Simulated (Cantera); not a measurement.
A closed system holds: 1 mol C₂H₅OH, 0.036 mol CO₂, at 800 °C and 67.0 bar.

These are equilibrium values from Cantera (NASA tables, ideal gas, pure condensed phases), not measurements of a reactor. Candidate condensed phases: C, C₆H₆, C₇H₈, C₈H₁₈, H₂O; 110 gas species. The ideal-gas law is rough above about 30 bar. The numbers say what is thermodynamically allowed, not how fast it happens.

Base state: H₂ 0.321, CH₄ 0.317, H₂O 0.222, CO 0.0796, CO₂ 0.0596, C₂H₆ 0.000101 (mole fractions); condensed: C(graphite).

Problem. What changes in the equilibrium state with this change: 0.0075 mol NH₃ added?

Solution. 
```csv
species,before,after
H₂,0.321,0.321
CH₄,0.317,0.317
H₂O,0.222,0.221
N₂,0,0.00138
CO₂,0.0596,0.0592
CO,0.0796,0.0793
NH₃,0,0.000168
C₂H₆,0.000101,0.000101
"C(graphite), mol",0.873,0.870
```

Problem. What changes in the equilibrium state with this change: temperature from 800 °C to 575 °C?

Solution. 
```tsv
species	before	after
CH₄	0.317	0.468
H₂O	0.222	0.350
H₂	0.321	0.104
CO	0.0796	0.00678
CO₂	0.0596	0.0702
C₂H₆	0.000101	7.74e-5
C(graphite), mol	0.873	0.860
```

Problem. What changes in the equilibrium state with this change: C₂H₅OH replaced by C₂H₂?

Solution. 
| species | before | after |
|---|---|---|
| CH₄ | 0.317 | 0.496 |
| H₂ | 0.321 | 0.402 |
| H₂O | 0.222 | 0.0755 |
| CO₂ | 0.0596 | 0.00440 |
| CO | 0.0796 | 0.0216 |
| C₂H₆ | 0.000101 | 0.000197 |
| C(graphite), mol | 0.873 | 1.68 |
